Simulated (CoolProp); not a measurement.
Vapour-liquid equilibrium of R142b (1) + R113 (2) at 351.6 K; x and y are mole fractions of (1).

Model: multi-fluid Helmholtz-energy mixture model, Lemmon 2006 and Marx 1992; pair parameters Bell 2016, in CoolProp.

```tsv
x	bubble pressure, mixture model (MPa)	bubble pressure, Raoult's law (MPa)	y, mixture model	y, Raoult's law
0.05	0.3157	0.3083	0.218	0.217
0.125	0.4051	0.3894	0.420	0.429
0.2	0.4914	0.4705	0.548	0.568
0.275	0.5746	0.5515	0.637	0.666
0.35	0.6551	0.6326	0.703	0.739
0.425	0.7333	0.7137	0.755	0.795
0.5	0.8099	0.7948	0.799	0.840
0.575	0.8855	0.8759	0.836	0.877
0.65	0.9608	0.9570	0.868	0.907
0.725	1.037	1.038	0.898	0.933
0.8	1.114	1.119	0.927	0.955
0.875	1.194	1.200	0.954	0.974
0.95	1.277	1.281	0.982	0.990
```

The largest gap from Raoult's law is +4.4 % in bubble pressure, at x = 0.2. No azeotrope shows between x = 0.05 and 0.95.

The pair parameters rest on a limited set of measurements; away from them the model extrapolates. The gap from Raoult's law changes sign with composition, which may be real or a fault of the pair parameters; it wasn't checked against measurements.
